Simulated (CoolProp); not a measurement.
Vapour-liquid equilibrium of R134a (1) + R227EA (2) at 202 K; x and y are mole fractions of (1).

The numbers come from the multi-fluid Helmholtz-energy mixture model, Tillner-Roth 1994 and Lemmon 2016; pair parameters Bell 2016 in CoolProp.

| x | bubble pressure (MPa) | y at the bubble point | dew pressure at overall composition x (MPa) | liquid density (mol/L) |
|---|---|---|---|---|
| 0.05 | 0.004501 | 0.102 | 0.004370 | 10.28 |
| 0.2 | 0.005177 | 0.337 | 0.004765 | 10.81 |
| 0.35 | 0.005746 | 0.504 | 0.005219 | 11.39 |
| 0.5 | 0.006224 | 0.636 | 0.005730 | 12.04 |
| 0.65 | 0.006629 | 0.748 | 0.006277 | 12.75 |
| 0.8 | 0.006970 | 0.853 | 0.006804 | 13.54 |
| 0.95 | 0.007253 | 0.961 | 0.007228 | 14.43 |

No azeotrope shows between x = 0.05 and 0.95.

Pair parameters are fitted to limited data, so mixtures are less certain than the pure fluids.
